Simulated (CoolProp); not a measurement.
Vapour-liquid equilibrium of propane (1) + isopentane (2) at 228.4 K; x and y are mole fractions of (1).

Values from CoolProp's multi-fluid Helmholtz-energy mixture model, Lemmon 2009 and Lemmon 2006; pair parameters Kunz 2012.

| x | bubble pressure (MPa) | y at the bubble point | dew pressure at overall composition x (MPa) | liquid density (mol/L) |
|---|---|---|---|---|
| 0.05 | 0.009612 | 0.684 | 0.003333 | 9.564 |
| 0.15 | 0.02053 | 0.865 | 0.003717 | 9.832 |
| 0.25 | 0.02979 | 0.915 | 0.004199 | 10.14 |
| 0.35 | 0.03814 | 0.941 | 0.004826 | 10.50 |
| 0.45 | 0.04604 | (withheld) | 0.005671 | 10.88 |
| 0.55 | 0.05377 | 0.968 | 0.006875 | 11.30 |
| 0.65 | 0.06150 | 0.978 | 0.008724 | 11.74 |
| 0.75 | 0.06934 | 0.985 | 0.01193 | 12.19 |
| 0.85 | 0.07736 | 0.991 | 0.01878 | (withheld) |
| 0.95 | 0.08571 | 0.997 | (withheld) | 13.05 |

Problem. Some entries are withheld; supply them.

Solution. 
- 0.45, y at the bubble point: 0.957
- 0.85, liquid density (mol/L): 12.64
- 0.95, dew pressure at overall composition x (MPa): 0.04236

No azeotrope shows between x = 0.05 and 0.95.

Pair parameters are fitted to limited data, so mixtures are less certain than the pure fluids.
